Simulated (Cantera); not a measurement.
Input: 1 mol CaO, 8.6 mol HBr, a varied amount of O2, at 900 K and 19.0 Pa.

Method: chemical equilibrium by Gibbs-energy minimisation in Cantera with the NASA 1993 tables (ideal gas, pure condensed phases). Candidate condensed phases: Br2, Ca, CaBr2, CaO, Ca(OH)2, H2O; 19 gas species. The numbers say what is thermodynamically allowed, not how fast it happens.

**Question.** Which condensed phases are stable at each of these points (n(O2) (mol)): 0.62, 0.8, 1, 1.3, 1.7, 2.2, 2.8, 3.7, 4.7?

**Answer.** 
```
n(O2) (mol)   condensed phases  Ca condensed (%)
-----------  -----------------  ----------------
0.62                  CaBr2(s)             100.0
0.8                   CaBr2(s)             100.0
1                     CaBr2(s)             100.0
1.3                   CaBr2(s)             100.0
1.7                   CaBr2(s)             100.0
2.2                   CaBr2(s)             100.0
2.8                   CaBr2(s)             100.0
3.7                   CaBr2(s)             100.0
4.7          CaBr2(s) + CaO(s)              99.9
```

From 0.62 mol O2 to 3.7 mol O2 the condensed part is CaBr2(s). At 4.7 mol O2 the condensed part is CaBr2(s) + CaO(s).
